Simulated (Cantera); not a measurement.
A perfectly stirred reactor is fed with CH4 : O2 : N2 : H2O = 1 : 4.17 : 15.7 : 0.14 (molar parts), equivalence ratio 0.48, at 5.60 bar; it is adiabatic with a 775 K inlet, and is followed from long to short residence time, starting on the burning branch (τ in s: 0.4, 0.11, 0.03, 0.0084, 0.0023, 0.00063, 0.00017, 4.8e-05, 1.3e-05).

Model: GRI-Mech 3.0 (53 species, 325 reactions), integrated in Cantera.

x: mole fraction; the columns are a selection and need not sum to one.

```tsv
τ (s)	T (K)	x CH4	x O2	x HO2	x CH2O	x C2H
0.40	1822	1.16e-6	0.103	1.25e-6	1.18e-7	<1e-12
0.11	1821	3.77e-6	0.103	1.44e-6	3.88e-7	<1e-12
0.030	1820	1.09e-5	0.103	2.05e-6	1.15e-6	1.12e-12
0.0084	1816	2.74e-5	0.103	3.75e-6	3.01e-6	5.44e-12
0.0023	1808	[?]	0.104	[?]	[?]	2.02e-11
0.00063	1789	0.000166	0.104	1.93e-5	2.03e-5	6.00e-11
0.00017	1739	[?]	0.107	[?]	[?]	1.71e-10
4.8e-5	775	0.0476	0.198	<1e-12	<1e-12	<1e-12
1.3e-5	775	0.0476	0.198	<1e-12	<1e-12	<1e-12
```

Question: Fill in the missing entries.

Answer: 
- 0.0023, x CH4: 6.67e-5
- 0.0023, x HO2: 8.20e-6
- 0.0023, x CH2O: 7.76e-6
- 0.00017, x CH4: 0.000496
- 0.00017, x HO2: 5.03e-5
- 0.00017, x CH2O: 6.04e-5
